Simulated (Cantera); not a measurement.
Cantera run, input and output.

```python
import numpy as np
import cantera as ct

gas = ct.Solution("gri30.yaml")
gas.TPX = 1950, 13332, {'C2H6': 1, 'H2': 83}
inlet = ct.Reservoir(gas, clone=True)

reactor = ct.IdealGasConstPressureReactor(gas, energy="off", clone=False)
exhaust = ct.Reservoir(gas, clone=True)
tau = [23, 9.3, 3.8, 1.6, 0.64, 0.26, 0.11, 0.045, 0.018, 0.0075][0]
for a, b in ((inlet, reactor), (reactor, exhaust)):
    ct.MassFlowController(a, b, mdot=lambda t: reactor.mass / tau)
net = ct.ReactorNet([reactor])
show = ['C2H6', 'H2', 'H', 'CH4', 'C2H4', 'CH3', 'CH2']

rows = []
print(f"{'tau/s':>10s}{'T/K':>9s}" + "".join(f"{s:>11s}" for s in show))
for tau in [23, 9.3, 3.8, 1.6, 0.64, 0.26, 0.11, 0.045, 0.018, 0.0075]:
    net.initial_time = 0.0
    net.advance(30 * tau)
    before = gas.X
    net.advance(40 * tau)
    drift = np.max(np.abs(gas.X - before) / (gas.X + 1e-9))
    rows.append([gas.T, *gas[show].X, drift])
    print(f"{tau:10.3e}{gas.T:9.1f}" + "".join(f"{x:11.3e}" for x in gas[show].X))
```

Output:

```
     tau/s      T/K       C2H6         H2          H        CH4       C2H4        CH3        CH2
 2.300e+01   1950.0  6.616e-09  9.850e-01  3.138e-03  4.691e-04  1.334e-05  2.963e-05  1.181e-07
 9.300e+00   1950.0  1.471e-08  9.849e-01  3.138e-03  6.466e-04  1.328e-05  4.084e-05  1.623e-07
 3.800e+00   1950.0  3.427e-08  9.847e-01  3.137e-03  9.423e-04  1.324e-05  5.952e-05  2.357e-07
 1.600e+00   1950.0  7.940e-08  9.845e-01  3.137e-03  1.392e-03  1.326e-05  8.795e-05  3.465e-07
 6.400e-01   1950.0  1.948e-07  9.841e-01  3.137e-03  2.118e-03  1.356e-05  1.339e-04  5.237e-07
 2.600e-01   1950.0  4.702e-07  9.835e-01  3.142e-03  3.171e-03  1.461e-05  2.009e-04  7.784e-07
 1.100e-01   1950.0  1.084e-06  9.828e-01  3.157e-03  4.564e-03  1.725e-05  2.907e-04  1.116e-06
 4.500e-02   1950.0  2.552e-06  9.817e-01  3.195e-03  6.417e-03  2.361e-05  4.145e-04  1.580e-06
 1.800e-02   1950.0  6.047e-06  9.804e-01  3.286e-03  8.585e-03  3.750e-05  5.717e-04  2.190e-06
 7.500e-03   1950.0  1.358e-05  9.791e-01  3.454e-03  1.058e-02  6.349e-05  7.436e-04  2.922e-06
```

Computed with Cantera and GRI-Mech 3.0 (53 species, 325 reactions). GRI-Mech 3.0 stops at C3 and has no aromatics, soot or wall deposition, so with more carbon than oxygen in the feed, carbon stays in small species such as C2H2 where larger ones or solid carbon would form.
